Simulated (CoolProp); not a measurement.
Properties of R124 along the isotherm 228.4 K (Tc = 395.4 K, pc = 36.24 bar, ω = 0.288).

Model: reference Helmholtz-energy equation of state, de Vries 1995, in CoolProp.

| p (bar) | phase | isothermal compressibility (1/MPa) | expansivity (1/kK) |
|---|---|---|---|
| 0.287 | liquid | 0.001421 | 1.765 |
| 0.543 | liquid | 0.001420 | 1.765 |
| 1.03 | liquid | 0.001419 | 1.764 |
| 1.95 | liquid | 0.001417 | 1.762 |
| 3.7 | liquid | 0.001413 | 1.759 |
| 7.02 | liquid | 0.001405 | 1.753 |
| 13.3 | liquid | 0.001391 | 1.743 |
| 25.2 | liquid | 0.001365 | 1.723 |
| 47.8 | liquid | 0.001319 | 1.688 |
| 90.6 | liquid | 0.001240 | 1.628 |
